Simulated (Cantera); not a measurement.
## Hydrocarbon pyrolysis for carbon deposition

An isothermal, constant-pressure homogeneous reactor starts with 2.08 % CH₄, 89.6 % H₂, 8.33 % N₂, at 1975 K and 760 Torr.

Detailed kinetics in Cantera: GRI-Mech 3.0 (53 species, 325 reactions). GRI-Mech 3.0 stops at C3 and has no aromatics, soot or wall deposition, so with more carbon than oxygen in the feed, carbon stays in small species such as C2H2 where larger ones or solid carbon would form.

```json
[
 {"t (s)": "0.000500", "x CH₄": "0.0188", "x H₂": "0.896", "x CH₂": "8.76e-7", "x C₂H₆": "3.47e-6", "x C₂H₂": "0.000671", "x C₂H": "1.62e-8", "x H": "0.00126"},
 {"t (s)": "0.00135", "x CH₄": "0.0165", "x H₂": "0.897", "x CH₂": "7.77e-7", "x C₂H₆": "2.67e-6", "x C₂H₂": "0.00185", "x C₂H": "4.48e-8", "x H": "0.00127"},
 {"t (s)": "0.00364", "x CH₄": "0.0123", "x H₂": "0.899", "x CH₂": "5.96e-7", "x C₂H₆": "1.51e-6", "x C₂H₂": "0.00393", "x C₂H": "9.57e-8", "x H": "0.00128"},
 {"t (s)": "0.00981", "x CH₄": "0.00737", "x H₂": "0.902", "x CH₂": "3.67e-7", "x C₂H₆": "5.50e-7", "x C₂H₂": "0.00643", "x C₂H": "1.57e-7", "x H": "0.00129"},
 {"t (s)": "0.0265", "x CH₄": "0.00365", "x H₂": "0.905", "x CH₂": "1.87e-7", "x C₂H₆": "1.44e-7", "x C₂H₂": "0.00830", "x C₂H": "2.04e-7", "x H": "0.00130"},
 {"t (s)": "0.0714", "x CH₄": "0.00190", "x H₂": "0.906", "x CH₂": "9.86e-8", "x C₂H₆": "4.77e-8", "x C₂H₂": "0.00917", "x C₂H": "2.26e-7", "x H": "0.00130"},
 {"t (s)": "0.193", "x CH₄": "0.00151", "x H₂": "0.906", "x CH₂": "7.88e-8", "x C₂H₆": "3.46e-8", "x C₂H₂": "0.00937", "x C₂H": "2.31e-7", "x H": "0.00130"},
 {"t (s)": "0.519", "x CH₄": "0.00150", "x H₂": "0.906", "x CH₂": "7.82e-8", "x C₂H₆": "3.43e-8", "x C₂H₂": "0.00937", "x C₂H": "2.31e-7", "x H": "0.00130"},
 {"t (s)": "1.40", "x CH₄": "0.00150", "x H₂": "0.906", "x CH₂": "7.82e-8", "x C₂H₆": "3.43e-8", "x C₂H₂": "0.00937", "x C₂H": "2.31e-7", "x H": "0.00130"},
 {"t (s)": "3.78", "x CH₄": "0.00150", "x H₂": "0.906", "x CH₂": "7.81e-8", "x C₂H₆": "3.42e-8", "x C₂H₂": "0.00937", "x C₂H": "2.31e-7", "x H": "0.00130"},
 {"t (s)": "10.2", "x CH₄": "0.00150", "x H₂": "0.906", "x CH₂": "7.81e-8", "x C₂H₆": "3.42e-8", "x C₂H₂": "0.00935", "x C₂H": "2.31e-7", "x H": "0.00130"},
 {"t (s)": "27.5", "x CH₄": "0.00149", "x H₂": "0.906", "x CH₂": "7.79e-8", "x C₂H₆": "3.40e-8", "x C₂H₂": "0.00930", "x C₂H": "2.29e-7", "x H": "0.00130"},
 {"t (s)": "74.1", "x CH₄": "0.00148", "x H₂": "0.906", "x CH₂": "7.73e-8", "x C₂H₆": "3.35e-8", "x C₂H₂": "0.00917", "x C₂H": "2.26e-7", "x H": "0.00130"},
 {"t (s)": "200", "x CH₄": "0.00146", "x H₂": "0.906", "x CH₂": "7.59e-8", "x C₂H₆": "3.23e-8", "x C₂H₂": "0.00884", "x C₂H": "2.18e-7", "x H": "0.00130"}
]
```
x: mole fraction; the columns are a selection and need not sum to one.

Equilibrium at this temperature and pressure: CH₄ 0.000964, H₂ 0.906, CH₂ 5.03e-8, C₂H₆ 1.42e-8, C₂H₂ 0.00387, C₂H 9.55e-8, H 0.00130 (gas phase only).
